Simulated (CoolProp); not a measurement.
Saturation properties of n-dodecane.

Model: reference Helmholtz-energy equation of state, Lemmon 2004, in CoolProp. It is a short technical equation, of lower accuracy than the large ones.

```
T (°C)  p (bar)  vapour Z  vapour viscosity (µPa s)  liquid conductivity (mW/(m K))
------  -------  --------  ------------------------  ------------------------------
118.65  0.04648    0.9926                      5.89                             115
129.75  0.07272    0.9896                      6.06                             112
140.75   0.1100    0.9858                      6.24                             110
151.75   0.1618    0.9810                      6.41                             108
162.85   0.2330    0.9752                      6.59                             106
173.85   0.3270    0.9681                      6.76                             103
184.85   0.4496    0.9598                      6.93                             101
195.95   0.6084    0.9500                      7.10                            99.0
206.95   0.8070    0.9387                      7.27                            96.9
218.05    1.056    0.9256                      7.44                            94.7
229.05    1.360    0.9109                      7.61                            92.6
240.05    1.728    0.8943                      7.78                            90.5
251.15    2.174    0.8756                      7.96                            88.4
```

It boils at 216.3 °C under 1 atm.

Viscosity comes from a separate model (Huber 2004). Thermal conductivity comes from a separate model (Huber 2004).
